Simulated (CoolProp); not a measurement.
Saturated liquid density (kg/m³) of ethylbenzene: the reference equation beside estimates from Tc = 617.1 K, pc = 36.22 bar, ω = 0.304. Rackett uses Z = 0.29056 − 0.08775 ω.

Model: reference Helmholtz-energy equation of state, Zhou 2012, in CoolProp.

| T (K) | reference | Rackett | Redlich-Kwong | Soave-Redlich-Kwong |
|---|---|---|---|---|
| 387.7 | 781.3 | 775.3 | 664.4 | 691.7 |
| 405.4 | 764.2 | 757.8 | 647.5 | 676.3 |
| 423 | 746.5 | 739.8 | 629.7 | 659.7 |
| 440.7 | 728.1 | 721.0 | 610.7 | 641.8 |
| 458.3 | 709.0 | 701.4 | 590.6 | 622.5 |
| 476 | 688.7 | 680.7 | 569.1 | 601.4 |
| 493.6 | 667.4 | 658.8 | 546.0 | 578.3 |
| 511.3 | 644.4 | 635.3 | 520.9 | 552.8 |
| 528.9 | 619.6 | 609.9 | 493.7 | 524.5 |
| 546.6 | 592.0 | 581.7 | 463.4 | 492.5 |
| 564.2 | 560.6 | 549.8 | 429.3 | 455.7 |
| 581.9 | 522.3 | 511.3 | 389.2 | 411.4 |

Absolute difference from the reference over all 12 rows, mean and median: Rackett 1.3 and 1.2 %, Redlich-Kwong 18.7 and 17.8 %, Soave-Redlich-Kwong 14.2 and 13.0 %.
